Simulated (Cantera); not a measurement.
## Equilibrium for carbothermic reduction: SiO2 + C + CO + CH4

Input: 1 mol SiO2, 0.79 mol C, 0.34 mol CO, 3.1 mol CH4, held at 7.50 Torr.

Method: chemical equilibrium by Gibbs-energy minimisation in Cantera with the NASA 1993 tables (ideal gas, pure condensed phases). Candidate condensed phases: C, C6H6, C7H8, C8H18, H2O, Si, SiC, SiO2; 123 gas species. Gases not in the tables: Si2H6 and higher silanes. The numbers say what is thermodynamically allowed, not how fast it happens.

| T (K) | x H2 | x CO | x H | x Si | x SiC2 | x Si2C | n C(graphite) | n SiC(s) |
|---|---|---|---|---|---|---|---|---|
| 2023 | 0.711 | 0.269 | 0.0160 | 0.000339 | 1.56e-5 | 1.02e-5 | 0.928 | 0.974 |
| 2073 | 0.705 | 0.268 | 0.0221 | 0.000709 | 4.07e-5 | 2.61e-5 | 0.932 | 0.967 |
| 2123 | 0.698 | 0.266 | 0.0300 | 0.00143 | 0.000101 | 6.38e-5 | 0.939 | 0.957 |
| 2173 | 0.688 | 0.264 | 0.0400 | 0.00279 | 0.000242 | 0.000149 | 0.950 | 0.939 |
| 2223 | 0.674 | 0.261 | 0.0526 | 0.00529 | 0.000554 | 0.000335 | 0.970 | 0.906 |
| 2273 | 0.656 | 0.257 | 0.0680 | 0.00973 | 0.00122 | 0.000727 | 1.01 | 0.848 |
| 2323 | 0.632 | 0.252 | 0.0866 | 0.0174 | 0.00260 | 0.00152 | 1.07 | 0.742 |
| 2373 | 0.600 | 0.244 | 0.108 | 0.0305 | 0.00537 | 0.00308 | 1.18 | 0.550 |
| 2423 | 0.556 | 0.232 | 0.132 | 0.0521 | 0.0107 | 0.00606 | 1.38 | 0.194 |
| 2473 | 0.519 | 0.225 | 0.161 | 0.0640 | 0.0153 | 0.00628 | 1.44 | 0 |
| 2523 | 0.488 | 0.221 | 0.194 | 0.0646 | 0.0179 | 0.00444 | 1.36 | 0 |
x: gas mole fraction; n: condensed amount in mol.

From 2023 K to 2423 K the condensed part is C(graphite) + SiC(s). From 2473 K to 2523 K the condensed part is C(graphite). The main Si-bearing gas is SiO at 2023 K and Si at 2523 K.
